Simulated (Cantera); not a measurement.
Input: 1 mol MgCO3, 0.81 mol H2S, 3.9 mol O2, at 0.133 bar.

Equilibrium computed with Cantera from the NASA thermochemical tables; the gas is ideal and each condensed phase is pure. Candidate condensed phases: C, C6H6, C7H8, C8H18, H2O, H2SO4, Mg, MgCO3, MgO, Mg(OH)2, MgS, MgSO4, S; 130 gas species. Mutual solubility and eutectic melting of coexisting phases are not modelled. The numbers say what is thermodynamically allowed, not how fast it happens.

log p: log10 of the partial pressure in bar; n: condensed amount in mol.

```csv
T (K),log p O2,log p CO2,log p H2O,log p SO2,log p SO3,n MgO(s),n MgSO4(s)
873,-1.13,-1.49,-1.58,-7.85,-7.41,0.190,0.810
973,-1.13,-1.49,-1.58,?,?,0.190,0.810
1073,-1.13,-1.49,-1.58,-3.66,-4.31,0.198,0.802
1173,-1.15,-1.53,-1.62,?,-3.17,?,?
1273,-1.17,-1.60,-1.69,-1.71,-3.12,1.00,0
1373,-1.17,-1.60,-1.69,-1.70,-3.40,1.00,0
1473,-1.17,-1.60,-1.69,-1.70,-3.65,1.00,0
1573,-1.17,-1.60,-1.69,-1.69,-3.86,1.00,0
```

What belongs in the gaps?


- 1173, log p SO2: -2.11
- 1173, n MgO(s): 0.478
- 1173, n MgSO4(s): 0.522
- 973, log p SO2: -5.53
- 973, log p SO3: -5.70
